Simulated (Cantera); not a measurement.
What does this Cantera script print?

```python
import numpy as np
import cantera as ct

gas_names = [...]  # 136 gases of nasa_gas.yaml made of C, H, N, O
cond_names = """
    C(gr) C6H6(L) C7H8(L) C8H18(L),n-octa H2O(s) H2O(L)
""".split()


# ... load() reads the species with a 1 bar reference pressure and builds the phases ...
atoms = {
    'C2H2': {'C': 2, 'H': 2},
    'CO2': {'C': 1, 'O': 2},
    'N2': {'N': 2},
}
top_T = {'C(gr)': 4500}  # K; cautious upper limits of use, not melting points


# ... equilibrate(T, P, feed) seeds the gas with the atoms and calls Mixture.equilibrate('TP', solver="vcs", rtol=1e-11, max_steps=5000) ...
results = []
T = 1048.15  # K
P = 560000  # Pa
for m in [0.023, 0.042, 0.076, 0.14, 0.26, 0.47, 0.85, 1.6, 2.9]:
    feed = {'C2H2': 1, 'CO2': m, 'N2': 1.2}  # mol
    mix = equilibrate(T, P, feed)
    results.append((T, P, feed, dict(zip(mix.species_names, mix.species_moles))))

top = {s: max(r[3][s] / sum(r[3][g] for g in gas_names) for r in results) for s in gas_names}
cols = sorted((s for s in top if top[s] > 1e-06), key=lambda s: -top[s])[:9]
seen = [c for c in cond_names if any(r[3].get(c, 0) > 1e-12 for r in results)]
print("log10 of partial pressures in bar; condensed amounts in mol")
print(f"{'n(CO2)':>10s}" + "".join(f"{s[:9]:>10s}" for s in cols + seen))
for T, P, feed, n in results:
    ng = sum(n[g] for g in gas_names)
    print(f"{feed['CO2']:10.4g}" + "".join(f"{np.log10(max(n[s] / ng * P / 1e5, 1e-99)):10.3f}" for s in cols)
          + "".join(f"{n.get(c, 0):10.4g}" for c in seen))
```

Result:

```
log10 of partial pressures in bar; condensed amounts in mol
    n(CO2)        N2        CO        H2       CO2       H2O       CH4       NH3       HCN      C2H6     C(gr)
     0.023     0.498    -1.073     0.318    -2.800    -1.484    -0.598    -2.641    -4.558    -5.092     1.894
     0.042     0.492    -0.824     0.310    -2.302    -1.243    -0.615    -2.657    -4.565    -5.117     1.888
     0.076     0.481    -0.587     0.295    -1.829    -1.021    -0.644    -2.684    -4.577    -5.161     1.878
      0.14     0.463    -0.357     0.270    -1.369    -0.817    -0.695    -2.732    -4.599    -5.238     1.857
      0.26     0.430    -0.145     0.227    -0.946    -0.648    -0.781    -2.812    -4.637    -5.366     1.817
      0.47     0.380     0.031     0.163    -0.593    -0.535    -0.908    -2.933    -4.694    -5.556     1.742
      0.85     0.302     0.178     0.071    -0.300    -0.481    -1.093    -3.111    -4.779    -5.834       1.6
       1.6     0.181     0.298    -0.065    -0.059    -0.497    -1.365    -3.375    -4.907    -6.243     1.307
       2.9     0.030     0.378    -0.229     0.102    -0.580    -1.693    -3.697    -5.065    -6.735    0.7867
```

Method: chemical equilibrium by Gibbs-energy minimisation in Cantera with the NASA 1993 tables (ideal gas, pure condensed phases).
